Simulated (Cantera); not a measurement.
A closed system holds: 1 mol CaCO₃, 0.14 mol CO₂, 6.5 mol O₂, at 1227 °C and 10000 Pa.

These are equilibrium values from Cantera (NASA tables, ideal gas, pure condensed phases), not measurements of a reactor. Candidate condensed phases: C, Ca, CaCO₃, CaO; 15 gas species. Kinetics and transport are ignored.

Base state: O₂ 0.851, CO₂ 0.149, O 1.18e-5 (mole fractions); condensed: CaO(s).

What changes in the equilibrium state with this change: temperature from 1227 °C to 275 °C?


| species | before | after |
|---|---|---|
| O₂ | 0.851 | 0.979 |
| CO₂ | 0.149 | 0.0211 |
| O | 1.18e-5 | <1e-9 |
| CaO(s), mol | 1.00 | 0 |
| CaCO₃(calcite), mol | 0 | 1.00 |

What changes in the equilibrium state with this change: temperature from 1227 °C to 1802 °C?


```
species       before    after
-----------  -------  -------
O₂             0.851    0.848
CO₂            0.149    0.148
O            1.18e-5  0.00339
CO           2.50e-6  0.00123
CaO(s), mol     1.00     1.00
```

What changes in the equilibrium state with this change: CaCO₃ replaced by Mg(OH)₂?


```tsv
species	before	after
O₂	0.851	0.851
H₂O	0	0.131
CO₂	0.149	0.0183
OH	0	0.000226
O	1.18e-5	1.18e-5
CaO(s), mol	1.00	0
MgO(s), mol	0	1.00
```
Further candidate phases: C₆H₆, C₇H₈, C₈H₁₈, H₂O, Mg, MgCO₃, MgO, Mg(OH)₂.
